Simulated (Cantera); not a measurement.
A closed system holds: 1 mol SiC, 0.16 mol Si, 0.059 mol H2, held at 2048 K and 0.00840 bar.

These are equilibrium values from Cantera (NASA tables, ideal gas, pure condensed phases), not measurements of a reactor. Candidate condensed phases: C, C6H6, C7H8, C8H18, Si, SiC; 87 gas species. Mutual solubility and eutectic melting of coexisting phases are not modelled. Gases not in the tables: Si2H6 and higher silanes. The numbers say what is thermodynamically allowed, not how fast it happens.

Base state: H2 0.966, H 0.0240, Si 0.00900, SiH 0.000492, Si2C 0.000300, SiH2 0.000134, Si2 0.000104, Si3 2.19e-5 (mole fractions); condensed: Si(l) + SiC(s).

Problem. What changes in the equilibrium state with this change: temperature from 2048 K to 1675 K?

Solution. 
```csv
species,before,after
H2,0.966,0.999
H,0.0240,0.00127
Si,0.00900,5.17e-5
Si2C,0.000300,2.68e-7
Si2,0.000104,2.01e-7
Si3,2.19e-5,4.98e-8
"Si(l), mol",0.159,0
"SiC(s), mol",1.000,1.00
"Si(s), mol",0,0.160
```
